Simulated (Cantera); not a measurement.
Input: 1 mol Fe(CO)5, 0.047 mol H2, 0.32 mol N2, held at 1.33 mbar.

These are equilibrium values from Cantera (NASA tables, ideal gas, pure condensed phases), not measurements of a reactor. Candidate condensed phases: C, C6H6, C7H8, C8H18, Fe, Fe(CO)5, FeO, Fe(OH)2, Fe(OH)3, Fe2O3, Fe3O4, H2O; 140 gas species. Condensed phases not in the tables: cementite and carbon dissolved in iron. Rates play no part.

x: gas mole fraction; n: condensed amount in mol.

| T (K) | x CO | x N2 | x H2 | x CO2 | x H | n C(graphite) | n Fe(α) | n Fe(γ) |
|---|---|---|---|---|---|---|---|---|
| 1100 | 0.932 | 0.0596 | 0.00876 | 0.000102 | 6.63e-8 | 0.000550 | 1.00 | 0 |
| 1125 | 0.932 | 0.0596 | 0.00876 | 6.76e-5 | 1.14e-7 | 0 | 1.00 | 0 |
| 1150 | 0.932 | 0.0596 | 0.00876 | 4.56e-5 | 1.91e-7 | 0 | 1.00 | 0 |
| 1175 | 0.932 | 0.0596 | 0.00876 | 3.13e-5 | 3.14e-7 | 0 | 1.00 | 0 |
| 1200 | 0.932 | 0.0596 | 0.00876 | 2.19e-5 | 5.06e-7 | 0 | 0 | 1.00 |
| 1225 | 0.932 | 0.0596 | 0.00876 | ? | ? | 0 | 0 | 1.00 |
| 1250 | 0.932 | 0.0596 | 0.00876 | 1.11e-5 | 1.24e-6 | 0 | 0 | 1.000 |
| 1275 | 0.932 | 0.0596 | 0.00875 | 8.11e-6 | 1.89e-6 | 0 | 0 | 1.000 |
| 1300 | 0.932 | 0.0596 | 0.00875 | ? | ? | 0 | 0 | 1.000 |
| 1325 | 0.932 | 0.0596 | 0.00875 | 5.14e-6 | 4.19e-6 | 0 | 0 | 1.000 |
| 1350 | 0.932 | 0.0596 | 0.00875 | 4.99e-6 | 6.11e-6 | 0 | 0 | 1.000 |

Q: What belongs in the gaps?

A: 
- 1300, x CO2: 5.98e-6
- 1300, x H: 2.83e-6
- 1225, x CO2: 1.55e-5
- 1225, x H: 7.99e-7
